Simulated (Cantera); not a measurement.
Cantera run, input and output.

```python
import numpy as np
import cantera as ct

gas = ct.Solution("h2o2.yaml")
gas.TPX = 400, 500000, {'H2': 1, 'O2': 0.581, 'N2': 2.85}
flame = ct.FreeFlame(gas, width=0.013)
flame.set_refine_criteria(ratio=3, slope=0.08, curve=0.16)
flame.transport_model = "mixture-averaged"
flame.solve(loglevel=0, auto=True)
z, T = flame.grid, flame.T
thick = (T[-1] - T[0]) / np.gradient(T, z).max()
show = ['H2', 'O2', 'OH', 'H', 'O', 'HO2']
print(f"laminar burning velocity  {flame.velocity[0] * 100:.3f} cm/s")
print(f"burnt temperature         {T[-1]:.1f} K")
print(f"thermal thickness         {thick * 1e3:.4f} mm")
print(f"grid points               {len(z)}")
z0 = z[flame.heat_release_rate.argmax()]
print(f"{'z/mm':>9s}{'T/K':>9s}{'u/(m/s)':>9s}" + "".join(f"{s:>11s}" for s in show))
rows = []
for k in (-3, -2, -1.5, -1, -0.5, -0.25, 0, 0.25, 0.5, 1, 2, 4, 8):
    zz = z0 + k * thick
    rows.append([k * thick, np.interp(zz, z, T), np.interp(zz, z, flame.velocity),
                 *(np.interp(zz, z, flame.X[gas.species_index(s)]) for s in show)])
    print(f"{rows[-1][0] * 1e3:9.3f}{rows[-1][1]:9.1f}{rows[-1][2]:9.3f}" + "".join(f"{x:11.3e}" for x in rows[-1][3:]))
```

It prints:

```
laminar burning velocity  121.915 cm/s
burnt temperature         2045.6 K
thermal thickness         0.0681 mm
grid points               110
     z/mm      T/K  u/(m/s)         H2         O2         OH          H          O        HO2
   -0.204    400.1    1.218  2.248e-01  1.313e-01  6.650e-13  2.428e-14  1.026e-10  1.371e-08
   -0.136    400.7    1.216  2.222e-01  1.317e-01  8.591e-12  2.917e-13  1.125e-09  1.773e-07
   -0.102    403.1    1.216  2.170e-01  1.326e-01  9.088e-11  2.539e-12  6.397e-09  1.307e-06
   -0.068    419.9    1.244  2.005e-01  1.350e-01  5.593e-09  1.583e-10  6.107e-08  1.605e-05
   -0.034    592.2    1.673  1.493e-01  1.346e-01  1.628e-05  6.753e-06  5.757e-06  4.457e-04
   -0.017    932.1    2.574  1.055e-01  1.169e-01  4.582e-04  6.535e-04  1.753e-04  6.618e-04
    0.000   1315.9    3.597  6.206e-02  8.488e-02  1.697e-03  3.739e-03  1.282e-03  3.232e-04
    0.017   1573.3    4.290  3.195e-02  5.610e-02  4.072e-03  6.300e-03  2.637e-03  1.622e-04
    0.034   1719.5    4.681  1.790e-02  4.097e-02  6.093e-03  6.101e-03  3.036e-03  9.374e-05
    0.068   1860.4    5.050  9.523e-03  3.169e-02  7.070e-03  3.616e-03  2.389e-03  4.786e-05
    0.136   1960.8    5.304  5.054e-03  2.806e-02  5.837e-03  1.304e-03  1.208e-03  2.231e-05
    0.272   2014.2    5.435  2.170e-03  2.660e-02  3.978e-03  3.386e-04  4.825e-04  9.017e-06
    0.545   2036.6    5.488  7.956e-04  2.622e-02  2.517e-03  7.502e-05  1.794e-04  3.520e-06
```

Model: the H2/O2 subset of GRI-Mech 3.0, which has no nitrogen chemistry, integrated in Cantera. The hydrogen kinetics of GRI-Mech 3.0 are dated; newer H2 mechanisms differ, most at raised pressure. Burning velocities carry a grid error of a few per cent, more on coarse grids.
